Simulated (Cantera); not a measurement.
Charge: 1 mol Fe, 0.015 mol HCl, 0.27 mol N2, equilibrated at 13300 Pa.

These are equilibrium values from Cantera (NASA tables, ideal gas, pure condensed phases), not measurements of a reactor. Candidate condensed phases: Fe, FeCl2, FeCl3, NH4Cl; 18 gas species. The numbers say what is thermodynamically allowed, not how fast it happens.

Problem. Which condensed phases are stable at each of these points (T (°C)): 527, 677, 827, 977, 1127, 1277, 1427?

Solution. 
```json
[
 {"T (°C)": "527", "condensed phases": "Fe(α) + FeCl2(s)", "Fe condensed (%)": "100.0"},
 {"T (°C)": "677", "condensed phases": "Fe(α)", "Fe condensed (%)": "99.7"},
 {"T (°C)": "827", "condensed phases": "Fe(α)", "Fe condensed (%)": "99.6"},
 {"T (°C)": "977", "condensed phases": "Fe(γ)", "Fe condensed (%)": "99.6"},
 {"T (°C)": "1127", "condensed phases": "Fe(γ)", "Fe condensed (%)": "99.5"},
 {"T (°C)": "1277", "condensed phases": "Fe(γ)", "Fe condensed (%)": "99.5"},
 {"T (°C)": "1427", "condensed phases": "Fe(δ)", "Fe condensed (%)": "99.5"}
]
```

At 527 °C the condensed part is Fe(α) + FeCl2(s). From 677 °C to 827 °C the condensed part is Fe(α). From 977 °C to 1277 °C the condensed part is Fe(γ). At 1427 °C the condensed part is Fe(δ).
